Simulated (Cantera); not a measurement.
## Si + NF₃ + N₂ (silicon etching in halogen gases)

Charge: 1 mol Si, 1.5 mol NF₃, 0.66 mol N₂, held at 6200 Pa.

Method: chemical equilibrium by Gibbs-energy minimisation in Cantera with the NASA 1993 tables (ideal gas, pure condensed phases). Candidate condensed phases: Si, Si₃N₄; 16 gas species. Kinetics and transport are ignored.

From 723 K to 1623 K nothing is condensed. The main Si-bearing gas is SiF₄ throughout.

| T (K) | x N₂ | x SiF₄ | x F | x F₂ | x NF₃ | x NF₂ |
|---|---|---|---|---|---|---|
| 723 | 0.531 | 0.392 | 0.00162 | 0.0323 | 0.0432 | 4.92e-8 |
| 873 | 0.523 | 0.372 | 0.0256 | 0.0749 | 0.00362 | 3.01e-7 |
| 1023 | 0.504 | 0.357 | 0.0985 | 0.0400 | 0.000101 | 3.17e-7 |
| 1173 | 0.489 | 0.347 | 0.156 | 0.00841 | 1.40e-6 | 1.11e-7 |
| 1323 | 0.485 | 0.344 | 0.169 | 0.00143 | 2.23e-8 | 2.82e-8 |
| 1473 | 0.485 | 0.344 | 0.171 | 0.000313 | 7.12e-10 | 8.54e-9 |
| 1623 | 0.485 | 0.344 | 0.172 | 8.90e-5 | 4.23e-11 | 3.17e-9 |
x: gas mole fraction; nothing condenses.
